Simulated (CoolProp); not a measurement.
Vapour-liquid equilibrium of propylene (1) + dimethyl ether (2) at 0.036 MPa; x and y are mole fractions of (1).

Computed with CoolProp (multi-fluid Helmholtz-energy mixture model, Lemmon 2013 and Wu 2011; pair parameters Bell 2016).

```
x     bubble temperature, mixture model (K)  bubble temperature, Raoult's law (K)  y, mixture model  y, Raoult's law
----  -------------------------------------  ------------------------------------  ----------------  ---------------
0.05                                  224.4                                 225.2             0.170            0.138
0.15                                  220.2                                 221.9             0.408            0.357
0.25                                  217.0                                 219.0             0.562            0.518
0.35                                  214.4                                 216.5             0.668            0.641
0.45                                  212.4                                 214.2             0.745            0.735
0.55                                  210.7                                 212.2             0.806            0.809
0.65                                  209.2                                 210.4             0.855            0.868
0.75                                  207.9                                 208.7             0.899            0.915
0.85                                  206.7                                 207.2             0.940            0.954
0.95                                  205.6                                 205.8             0.980            0.986
```

The largest gap from Raoult's law is -2.1 K in bubble temperature, at x = 0.35. No azeotrope shows between x = 0.05 and 0.95.

The pair parameters rest on a limited set of measurements; away from them the model extrapolates.
